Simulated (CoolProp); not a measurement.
A Linde-Hampson liquefier for CF4 (R14): isothermal reversible compression at 280 K from 1 atm to 15 MPa, throttling to 1 atm, return gas leaving the recuperator 10 K below the feed. Each further row changes one setting.

Computed with CoolProp (reference Helmholtz-energy equation of state, Platzer 1990). This equation is an older, rougher fit; its heat capacities, sound speeds and derivatives of the liquid may be far off and weren't checked against measurements.

```tsv
case	liquid yield per pass	compression work (kJ/kg of gas)
as stated	0.286	116
high pressure 30 MPa	0.323	131
warm-end temperature 310 K	0.195	135
warm-end gap 15 K	0.275	116
```
